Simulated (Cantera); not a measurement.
Input (Python, Cantera):

```python
import numpy as np
import cantera as ct

surf = ct.Interface("ptcombust.yaml", "Pt_surf")
gas = surf.adjacent["gas"]
gas.TPX = 300, 2600, {'CH4': 0.01, 'O2': 0.089, 'N2': 0.79}
jet = ct.ImpingingJet(gas=gas, width=0.027, surface=surf)
jet.inlet.mdot, jet.inlet.T, jet.inlet.X = 0.026, 300, {'CH4': 0.01, 'O2': 0.089, 'N2': 0.79}
jet.set_refine_criteria(ratio=10, slope=0.2, curve=0.3)
show, cover = ['CH4', 'O2', 'H2O', 'OH', 'CO', 'CO2'], ["PT(S)", "H(S)", "O(S)", "OH(S)", "CO(S)", "C(S)"]

rows = []
print(f"{'Ts/K':>7s}" + "".join(f"{s:>11s}" for s in show + cover) + "   (gas at the wall, coverages)")
for i, Ts in enumerate([950, 1000, 1050, 1100, 1150, 1200, 1250]):
    jet.surface.T = Ts
    if i == 0:
        surf.TP = Ts, 2600
        surf.coverages = "PT(S):0.5, O(S):0.5"
        surf.advance_coverages(1.0)
        jet.set_initial_guess(products="inlet")
    jet.solve(loglevel=0, auto=(i == 0))
    rows.append([*(jet.X[gas.species_index(s), -1] for s in show), *surf[cover].coverages])
    print(f"{Ts:7g}" + "".join(f"{x:11.3e}" for x in rows[-1]))
```

Output:

```
   Ts/K        CH4         O2        H2O         OH         CO        CO2      PT(S)       H(S)       O(S)      OH(S)      CO(S)       C(S)   (gas at the wall, coverages)
    950  7.329e-03  9.180e-02  7.298e-03  7.524e-08  4.644e-06  4.753e-03  3.473e-01  7.628e-08  6.523e-01  3.588e-04  1.998e-06  9.568e-09
   1000  6.215e-03  8.945e-02  9.348e-03  2.116e-07  5.389e-06  6.096e-03  4.222e-01  1.594e-07  5.775e-01  3.504e-04  1.504e-06  9.405e-09
   1050  5.277e-03  8.747e-02  1.106e-02  5.204e-07  6.189e-06  7.223e-03  4.952e-01  2.984e-07  5.045e-01  3.264e-04  1.128e-06  8.987e-09
   1100  4.532e-03  8.590e-02  1.242e-02  1.155e-06  7.137e-06  8.113e-03  5.643e-01  5.129e-07  4.354e-01  2.944e-04  8.580e-07  8.510e-09
   1150  3.952e-03  8.469e-02  1.346e-02  2.342e-06  8.327e-06  8.799e-03  6.290e-01  8.289e-07  3.707e-01  2.596e-04  6.692e-07  8.113e-09
   1200  3.530e-03  8.382e-02  1.418e-02  4.394e-06  9.946e-06  9.307e-03  6.882e-01  1.273e-06  3.116e-01  2.248e-04  5.418e-07  7.896e-09
   1250  3.191e-03  8.314e-02  1.476e-02  7.746e-06  1.202e-05  9.682e-03  7.408e-01  1.878e-06  2.590e-01  1.926e-04  4.490e-07  7.746e-09
```

Detailed kinetics in Cantera: Deutschmann's 1995 Pt surface mechanism with GRI-Mech 3.0 gas chemistry. Catalytic surfaces can have several steady states; this one follows from the mechanism file's or the stated starting coverage.
